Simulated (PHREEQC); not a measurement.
Dissolve 0.0039 mol CuCl2, 0.28 mol H2SO4 and 0.0017 mol NaCl per kg of water at 65 °C. Closed to the air; pH follows from the charge balance.

All values are PHREEQC results (ion-association model, phreeqc.dat), not measurements.

No solid was allowed to form.

Task: Order these S species by the share of S that they hold, largest first: SO4-2, CuSO4, HSO4-.

Result: HSO4- (95 %), SO4-2 (5.1 %), CuSO4 (0.23 %)

The pH is 0.65 and the ionic strength 0.321 mol/kgw. Away from 25 °C the constants follow the database's enthalpies or fits; those with neither stay at their 25 °C values.
